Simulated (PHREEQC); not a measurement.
Consider water at 20 °C with 0.22 mol KOH, 5.3e-05 mol Na2SiO3 and 0.13 mol (CH3)4NCl per kg of water. It is in equilibrium with CO2 at log p = -3.5 (atm). Otherwise closed; pH follows from the charge balance.

The numbers come from PHREEQC with the ion-association model, wateq4f.dat.

Question: The ionic strength comes out as 0.426 mol/kgw. What activity coefficients do K+, Na+, Cl-, NaCO3-, CO3-2 get?

Answer: K+ 0.66, Na+ 0.71, Cl- 0.66, NaCO3- 0.70, CO3-2 0.24.

No solid was allowed to form. Species that the database lacks are ignored. (CH3)4N+ isn't in the database: it is added as a free cation with an ion size of 4 Å.
